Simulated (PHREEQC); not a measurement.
Make-up at 25 °C: 0.13 mol LiCl, 0.0024 mol (CH3)4NF, 0.0003 mol ZnCl2 and 0.00021 mol TMAH per kg of water. Closed to the air; pH follows from the charge balance.

Model: ion-association model, phreeqc.dat, run in PHREEQC.

This is a speciation only: nothing precipitates in the calculation.

Q: Order these Zn species by the share of Zn that they hold, largest first: ZnOHCl, Zn(OH)2, ZnCl+, ZnOH+, Zn+2.

A: Zn+2 (47 %), Zn(OH)2 (22 %), ZnOHCl (17 %), ZnOH+ (7.7 %), ZnCl+ (5.6 %)

The pH is 8.53 and the ionic strength 0.133 mol/kgw. Saturation is exceeded, for instance for Zn(OH)2(e); the values hold only as long as no solid forms. (CH3)4N+ isn't in the database: it is added as a free cation with an ion size of 4 Å.
